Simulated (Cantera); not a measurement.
# Equilibrium for silicon etching in halogen gases: Si + HF + N2 + SF6

Input: 1 mol Si, 11 mol HF, 0.15 mol N2, 3.3 mol SF6, at 13300 Pa.

Cantera equilibrium calculation (NASA polynomials, part measured and part estimated; ideal gas, pure solids and liquids). Candidate condensed phases: S, Si, Si3N4; 52 gas species. The tables' values for SF3, SF5 are old estimates; treat these amounts as uncertain. Rates play no part.

```csv
T (K),x HF,x SF4,x F,x SF6,x SiF4,x SF3
1000,0.712,0.129,2.31e-7,0.0844,0.0647,0.000368
1100,0.712,0.128,6.87e-6,0.0845,0.0647,0.000511
1200,0.712,0.128,0.000116,0.0845,0.0647,0.000670
1300,0.711,0.128,0.00126,0.0839,0.0646,0.000848
1400,0.705,0.131,0.00933,0.0792,0.0641,0.00110
1500,0.680,0.143,0.0451,0.0586,0.0618,0.00173
1600,0.630,0.164,0.115,0.0197,0.0573,0.00425
1700,0.597,0.157,0.161,0.00243,0.0543,0.0130
```
x: gas mole fraction; nothing condenses.

From 1000 K to 1700 K nothing is condensed. The main Si-bearing gas is SiF4 throughout.
